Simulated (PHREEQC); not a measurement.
Consider water at 20 °C with 61 mmol/kgw HF, 36 mmol/kgw NH4HF2 and 0.042 mmol/kgw (NH4)2SiF6. Closed to the air; pH follows from the charge balance.

The numbers come from PHREEQC with the ion-association model, wateq4f.dat.

```csv
quantity,before,after
pH,2.74,3.04
ionic strength (mol/kgw),0.0382,0.0372
HF (mol/kgw),0.0629,0.0813
F- (mol/kgw),0.0309,0.0273
H2F2 (mol/kgw),0.0124,0.00245
HF2- (mol/kgw),0.00721,0.00973
SI of Quartz (SiO2),-10.48,-7.77
```

Name the change that produced these shifts.
A) (NH4)2SiF6 from 4.2e-05 to 8.4e-05 mol/kgw
B) 0.0037 mol/kgw NH3 added
C) NH4HF2 replaced by NaHF2 at the same molality
D) NH4HF2 from 0.036 to 0.054 mol/kgw
E) temperature from 20 to 75 °C

E, temperature from 20 to 75 °C

Precipitation was switched off in this run. wateq4f.dat counts part of the HF as a dimer, H2F2, which phreeqc.dat doesn't know; its constant is uncertain. At this temperature some constants are extrapolated from 25 °C, and those without enthalpy data are left unchanged. SiF6-2 is the database's only silicon fluoride.
